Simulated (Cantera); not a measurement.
**Thermodynamics of boron, boron nitride and boron oxide, feed borazine + N2 + O2**

Input: 1 mol borazine, 5.4 mol N2, a varied amount of O2, at 7200 Pa.

These are equilibrium values from Cantera (NASA tables, ideal gas, pure condensed phases), not measurements of a reactor. Candidate condensed phases: B, BN, B2O3, B3O3H3, H2O; 39 gas species. The feed counts by its element totals alone. Mutual solubility and eutectic melting of coexisting phases are not modelled. Kinetics and transport are ignored.

Q: Map the stable condensed phases over T = 1523, 1623, 1723, 1823, 1923, 2023, 2123, 2223, 2323 K and n(O2) in mol = 0.92, 1.1, 1.3, 1.5, 1.7, 2, 2.3, 2.7, 3.2, 3.7, 4.4.

A: 
```
T in K \ n(O2) in mol
         0.92  1.1  1.3  1.5  1.7    2  2.3  2.7  3.2  3.7  4.4
   2323     A    A    A    A    B    B    B    B    B    B    B
   2223     A    A    A    A    B    B    B    B    B    B    B
   2123     A    A    A    A    B    B    B    B    B    B    B
   2023     A    A    A    A    A    B    B    B    B    B    B
   1923     A    A    A    A    A    A    B    B    B    B    B
   1823     A    A    A    A    C    C    D    D    B    B    B
   1723     C    C    C    C    C    C    D    D    D    D    D
   1623     C    C    C    C    C    C    D    D    D    D    D
   1523     C    C    C    C    C    C    D    D    D    D    D
```
A: BN; B: gas only; C: BN + B2O3; D: B2O3.
